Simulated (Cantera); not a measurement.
A closed system holds: 1 mol CH₃SiH₃, 0.27 mol C₂H₄, 41 mol H₂, at 1275 K and 4.10 mbar.

These are equilibrium values from Cantera (NASA tables, ideal gas, pure condensed phases), not measurements of a reactor. Candidate condensed phases: C, C₆H₆, C₇H₈, C₈H₁₈, Si, SiC; 87 gas species. The feed counts by its element totals alone. Kinetics and transport are ignored.

### Question
What is the equilibrium state?

### Answer
```
Property                             Result
--------------------------------  ---------
x(H₂)                                 1.000
x(CH₄)                              3.80e-5
x(H)                                1.15e-5
n(C(graphite))                    0.538 mol
n(SiC(s))                          1.00 mol
gas amount                        44.54 mol
log10 activity of Si(s) (absent)      -2.59
```
